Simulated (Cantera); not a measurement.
A perfectly stirred reactor is fed with 19.6 % H2, 15.5 % O2, 58.3 % N2, 6.65 % H2O, at 0.207 atm; it is adiabatic with a 400 K inlet, and is followed from long to short residence time, starting on the burning branch (τ in s: 0.067, 0.033, 0.016, 0.0079, 0.0039, 0.0019, 0.00094, 0.00046, 0.00023, 0.00011, 5.5e-05, 2.7e-05, 1.3e-05).

Detailed kinetics in Cantera: GRI-Mech 3.0 (53 species, 325 reactions).

Task: Predict: blow-out, bracketed by the residence times tried; x(H2) at τ = 67.0 ms; x(O2) at τ = 67.0 ms; x(H2O) at τ = 67.0 ms; x(NO) at τ = 67.0 ms; x(OH) at τ = 67.0 ms; x(H2) at τ = 0.940 ms; x(O2) at τ = 0.940 ms; x(H2O) at τ = 0.940 ms; x(NO) at τ = 0.940 ms; x(OH) at τ = 0.940 ms.

Result: 
```json
{
 "blow_out_bracketed_by_the_residence_times_tried": "burning at 0.230 ms, out at 0.110 ms",
 "x(H2) at τ = 67.0 ms": "0.00267",
 "x(O2) at τ = 67.0 ms": "0.0629",
 "x(H2O) at τ = 67.0 ms": "0.283",
 "x(NO) at τ = 67.0 ms": "2.15e-5",
 "x(OH) at τ = 67.0 ms": "0.00564",
 "x(H2) at τ = 0.940 ms": "0.0191",
 "x(O2) at τ = 0.940 ms": "0.0701",
 "x(H2O) at τ = 0.940 ms": "0.247",
 "x(NO) at τ = 0.940 ms": "8.48e-6",
 "x(OH) at τ = 0.940 ms": "0.00784"
}
```
